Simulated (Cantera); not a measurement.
A perfectly stirred reactor is fed with NH3 : H2 = 1 : 2.4 (molar parts), at 0.330 bar; it is held at 2223 K, and followed from long to short residence time.

Model: the gas-phase N/H chemistry of the illustrative SiF4/NH3 mechanism in the Surface Chemkin manual (1991), integrated in Cantera. Walls and surfaces, which speed up NH3 decomposition in real reactors, are not modelled.

Question: Predict: x(NH3) at τ = 1.70 s; x(H2) at τ = 1.70 s; x(H) at τ = 1.70 s; x(N2) at τ = 1.70 s; x(NH2) at τ = 1.70 s; x(NH3) at τ = 37.0 ms; x(H2) at τ = 37.0 ms; x(H) at τ = 37.0 ms; x(N2) at τ = 37.0 ms; x(NH2) at τ = 37.0 ms.

Answer: 
* **x(NH3) at τ = 1.70 s**: 0.00116
* **x(H2) at τ = 1.70 s**: 0.877
* **x(H) at τ = 1.70 s**: 0.00919
* **x(N2) at τ = 1.70 s**: 0.113
* **x(NH2) at τ = 1.70 s**: 3.79e-5
* **x(NH3) at τ = 37.0 ms**: 0.0724
* **x(H2) at τ = 37.0 ms**: 0.840
* **x(H) at τ = 37.0 ms**: 0.00210
* **x(N2) at τ = 37.0 ms**: 0.0853
* **x(NH2) at τ = 37.0 ms**: 0.000563
